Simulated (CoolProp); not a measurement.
Vapour-liquid equilibrium of hydrogen sulfide (1) + isobutane (2) at 323.7 K; x and y are mole fractions of (1).

Model: multi-fluid Helmholtz-energy mixture model, Lemmon 2006 and Bücker 2006; pair parameters Kunz 2012, in CoolProp.

### Question
Give the bubble pressure and the first vapour's composition at x = 0.05, 0.35, 0.65. Is there an azeotrope?

### Answer
x = 0.05: 8.718 bar, y = 0.210; x = 0.35: 19.10 bar, y = 0.689; x = 0.65: 27.23 bar, y = 0.841. No azeotrope shows between x = 0.05 and 0.95.

The pair parameters rest on a limited set of measurements; away from them the model extrapolates.
